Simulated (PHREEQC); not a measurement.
**Polishing slurry liquid (model solution)**

Make-up at 25 °C: 0.0034 mol/kgw K2CO3, 1.6e-05 mol/kgw H4SiO4, 9.1e-06 mol/kgw CO2 and 4.2e-05 mol/kgw NH3. Closed to the air; pH follows from the charge balance.

All values are PHREEQC results (ion-association model, phreeqc.dat), not measurements.

```yaml
pH: 10.78
ionic_strength: 0.00950 mol/kgw
specific_conductance: 958 µS/cm
total_alkalinity: 6.84 meq/kg
```

| species | molality | activity | log γ |
|---|---|---|---|
| K+ | 0.00680 | 0.00614 | -0.045 |
| CO3-2 | 0.00270 | 0.00183 | -0.170 |
| HCO3- | 0.000710 | 0.000644 | -0.042 |
| OH- | 0.000678 | 0.000612 | -0.045 |
| NH3 | 4.07e-5 | 4.08e-5 | 0.001 |
| H3SiO4- | 1.45e-5 | 1.31e-5 | -0.044 |
| H4SiO4 | 1.46e-6 | 1.46e-6 | 0.001 |
| NH4+ | 1.31e-6 | 1.18e-6 | -0.046 |
| H2SiO4-2 | 7.94e-8 | 5.38e-8 | -0.170 |
| CO2 | 2.39e-8 | 2.39e-8 | 0.001 |

Precipitation was switched off in this run. Species that the database lacks are ignored.
